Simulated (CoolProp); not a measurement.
Vapour-liquid equilibrium of carbon dioxide (1) + R152A (2) at 273.4 K; x and y are mole fractions of (1).

Computed with CoolProp (multi-fluid Helmholtz-energy mixture model, Span 1996 and Outcalt 1996; pair parameters Bell 2016).

| x | bubble pressure, mixture model (bar) | bubble pressure, Raoult's law (bar) | y, mixture model | y, Raoult's law |
|---|---|---|---|---|
| 0.05 | 4.068 | 4.285 | 0.354 | 0.409 |
| 0.15 | 6.937 | 7.527 | 0.639 | 0.699 |
| 0.25 | 9.856 | 10.77 | 0.760 | 0.814 |
| 0.35 | 12.81 | 14.01 | 0.828 | 0.876 |
| 0.45 | 15.81 | 17.25 | 0.872 | 0.915 |
| 0.55 | 18.88 | 20.49 | 0.904 | 0.942 |
| 0.65 | 22.04 | 23.74 | 0.930 | 0.961 |
| 0.75 | 25.37 | 26.98 | 0.951 | 0.975 |
| 0.85 | 28.95 | 30.22 | 0.971 | 0.987 |
| 0.95 | 32.91 | 33.46 | 0.990 | 0.996 |

The largest gap from Raoult's law is -8.6 % in bubble pressure, at x = 0.35. No azeotrope shows between x = 0.05 and 0.95.

Pair parameters are fitted to limited data, so mixtures are less certain than the pure fluids.
